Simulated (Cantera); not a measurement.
# CuO + H2 (hydrogen reduction and annealing atmospheres)

Charge: 1 mol CuO, 13 mol H2, at 133 Pa.

Cantera equilibrium calculation (NASA polynomials, part measured and part estimated; ideal gas, pure solids and liquids). Candidate condensed phases: Cu, CuO, Cu(OH)2, Cu2O, H2O; 12 gas species. Rates play no part.

| T (°C) | log p H2 | log p H2O | log p H | log p Cu | log p OH | log p Cu2 | log p O | log p O2 | n Cu(s) | n Cu(l) |
|---|---|---|---|---|---|---|---|---|---|---|
| 1002 | -2.91 | -3.99 | -7.59 | -7.06 | -10.60 | -11.26 | <-14 | <-14 | 0.999 | 0 |
| 1077 | -2.91 | -3.99 | -7.08 | -6.31 | -9.95 | -10.19 | -14.14 | <-14 | 0.995 | 0 |
| 1152 | -2.91 | -3.99 | -6.62 | -5.66 | -9.36 | -9.29 | -13.12 | -14.52 | 0 | 0.979 |
| 1227 | -2.91 | -3.99 | -6.21 | -5.08 | -8.83 | -8.49 | -12.19 | -13.60 | 0 | 0.919 |
| 1302 | -2.92 | -4.00 | -5.84 | -4.56 | -8.36 | -7.77 | -11.36 | -12.77 | 0 | 0.727 |
| 1377 | -2.94 | -4.02 | -5.51 | -4.09 | -7.93 | -7.12 | -10.60 | -12.02 | 0 | 0.154 |
| 1452 | -2.94 | -4.02 | -5.20 | -4.02 | -7.54 | -7.25 | -9.90 | -11.33 | 0 | 0 |
| 1527 | -2.95 | -4.02 | -4.92 | -4.02 | -7.18 | -7.50 | -9.26 | -10.69 | 0 | 0 |
| 1602 | -2.95 | -4.03 | -4.66 | -4.03 | -6.84 | -7.73 | -8.67 | -10.11 | 0 | 0 |
| 1677 | -2.96 | -4.03 | -4.42 | -4.03 | -6.53 | -7.94 | -8.13 | -9.56 | 0 | 0 |
| 1752 | -2.96 | -4.03 | -4.20 | -4.03 | -6.25 | -8.14 | -7.62 | -9.06 | 0 | 0 |
| 1827 | -2.98 | -4.04 | -4.00 | -4.04 | -5.98 | -8.34 | -7.15 | -8.58 | 0 | 0 |
log p: log10 of the partial pressure in bar; n: condensed amount in mol.

From 1002 °C to 1077 °C the condensed part is Cu(s). From 1152 °C to 1377 °C the condensed part is Cu(l). From 1452 °C to 1827 °C nothing is condensed. The main Cu-bearing gas is Cu throughout.
